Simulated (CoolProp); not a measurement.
Vapour-liquid equilibrium of 1-butene (1) + n-butane (2) at 0.0235 MPa; x and y are mole fractions of (1).

Values from CoolProp's multi-fluid Helmholtz-energy mixture model, Lemmon 2005 and Bücker 2006; pair parameters Bell 2016.

Problem. Give the bubble temperature and the first vapour's composition at x = 0.35, 0.725, 0.95. Is there an azeotrope?

Solution. x = 0.35: -35.7 °C, y = 0.416; x = 0.725: -37.6 °C, y = 0.770; x = 0.95: -38.4 °C, y = 0.958. No azeotrope shows between x = 0.05 and 0.95.

The pair parameters rest on a limited set of measurements; away from them the model extrapolates.
